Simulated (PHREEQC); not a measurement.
Consider water at 25 °C with 67 mmol/kgw K2HPO4. Closed to the air; pH follows from the charge balance.

Equilibrium calculation in PHREEQC: ion-association model, wateq4f.dat.

Each row changes one thing in this solution. No solid was allowed to form.

```
case                            pH  ionic strength (mol/kgw)  HPO4-2 (mol/kgw)  KHPO4- (mol/kgw)  H2PO4- (mol/kgw)  PO4-3 (mol/kgw)
----------------------------  ----  ------------------------  ----------------  ----------------  ----------------  ---------------
as made                       9.23                     0.192            0.0620           0.00452          0.000237         0.000213
diluted 5-fold with water     9.34                    0.0396            0.0130          0.000326           5.68e-5          3.06e-5
diluted 100-fold with water   8.96                   0.00200          0.000658           1.41e-6           9.99e-6          3.47e-7
temperature from 25 to 30 °C  9.19                     0.192            0.0621           0.00448          0.000249         0.000218
diluted 10-fold with water    9.30                    0.0199           0.00656           9.84e-5           3.49e-5          1.17e-5
temperature from 25 to 45 °C  9.08                     0.193            0.0621           0.00434          0.000295         0.000229
```

H3PO4, which wateq4f.dat lacks, is added to it with the constant of phreeqc.dat. Away from 25 °C the constants follow the database's enthalpies or fits; those with neither stay at their 25 °C values.
